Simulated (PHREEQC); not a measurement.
Synthetic water in mg/L, 25 °C, pH 4.07, pe 8.9:

```json
[
 {"constituent": "Na", "mg/L": "2730"},
 {"constituent": "K", "mg/L": "114"},
 {"constituent": "Ca", "mg/L": "1010"},
 {"constituent": "Mg", "mg/L": "672"},
 {"constituent": "Cl", "mg/L": "736"},
 {"constituent": "S(6) as SO4", "mg/L": "10000"},
 {"constituent": "Mn(2)", "mg/L": "25.6"}
]
```

Na is adjusted to close the charge balance.
Valence states are taken as typed.

The numbers come from PHREEQC with the ion-association model, wateq4f.dat.

This is a speciation only: nothing precipitates in the calculation.

What ionic strength does the model give?

ionic strength 0.257 mol/kgw.

In which forms is Na present?

Na+ 92 %, NaSO4- 8.2 % of the Na.

Saturation is exceeded, for instance for Gypsum; the values hold only as long as no solid forms.
